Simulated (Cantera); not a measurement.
# Equilibrium for silicon nitride deposition: SiF4 + NH3

Charge: 1 mol SiF4, a varied amount of NH3, equilibrated at 1573 K and 0.133 bar.

Cantera equilibrium calculation (NASA polynomials, part measured and part estimated; ideal gas, pure solids and liquids). Candidate condensed phases: Si, Si3N4; 37 gas species. The tables' values for SiF3, SiF2 are old estimates; treat these amounts as uncertain. Kinetics and transport are ignored.

```json
[
 {"n(NH3) (mol)": "3.9", "x H2": "0.651", "x N2": "0.220", "x SiF4": "0.0978", "x HF": "0.0158", "x SiF3": "0.0112", "x SiHF3": "0.00326", "n Si3N4(s)": "0"},
 {"n(NH3) (mol)": "9.9", "x H2": "0.705", "x N2": "0.237", "x SiF4": "0.0382", "x HF": "0.0104", "x SiF3": "0.00691", "x SiHF3": "0.00210", "n Si3N4(s)": "0"},
 {"n(NH3) (mol)": "16", "x H2": "0.720", "x N2": "0.242", "x SiF4": "0.0227", "x HF": "0.00819", "x SiF3": "0.00525", "x SiHF3": "0.00161", "n Si3N4(s)": "0"},
 {"n(NH3) (mol)": "22", "x H2": "0.727", "x N2": "0.244", "x SiF4": "0.0159", "x HF": "0.00705", "x SiF3": "0.00429", "x SiHF3": "0.00132", "n Si3N4(s)": "0.000590"},
 {"n(NH3) (mol)": "28", "x H2": "0.731", "x N2": "0.245", "x SiF4": "0.0121", "x HF": "0.00661", "x SiF3": "0.00351", "x SiHF3": "0.00108", "n Si3N4(s)": "0.00433"},
 {"n(NH3) (mol)": "34", "x H2": "0.734", "x N2": "0.246", "x SiF4": "0.00973", "x HF": "0.00627", "x SiF3": "0.00297", "x SiHF3": "0.000920", "n Si3N4(s)": "0.00799"},
 {"n(NH3) (mol)": "40", "x H2": "0.736", "x N2": "0.246", "x SiF4": "0.00806", "x HF": "0.00600", "x SiF3": "0.00258", "x SiHF3": "0.000800", "n Si3N4(s)": "0.0116"},
 {"n(NH3) (mol)": "46", "x H2": "0.737", "x N2": "0.247", "x SiF4": "0.00684", "x HF": "0.00576", "x SiF3": "0.00228", "x SiHF3": "0.000708", "n Si3N4(s)": "0.0151"}
]
```
x: gas mole fraction; n: condensed amount in mol.

From 3.9 mol NH3 to 16 mol NH3 nothing is condensed. From 22 mol NH3 to 46 mol NH3 the condensed part is Si3N4(s). The main Si-bearing gas is SiF4 throughout.
